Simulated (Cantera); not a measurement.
Ignition delay

Mixture: CH3OH : O2 : N2 = 1 : 2.42 : 9.1 (molar parts), at 10.0 bar, adiabatic and at constant volume. Ignition delay is the time to a rise of 400 K.

Computed with Cantera and GRI-Mech 3.0 (53 species, 325 reactions). GRI-Mech 3.0 was tuned for natural gas; its chemistry of methanol as a main component is partial and can be far from experiment.

```
T0 (K)  delay (ms)
------  ----------
1223          1.10
1273         0.509
1323         0.251
1373         0.132
1423        0.0733
1473        0.0430
1523        0.0264
1573        0.0170
1623        0.0113
1673       0.00772
```

The apparent activation energy between 1573 and 1673 K is 170 kJ/mol.
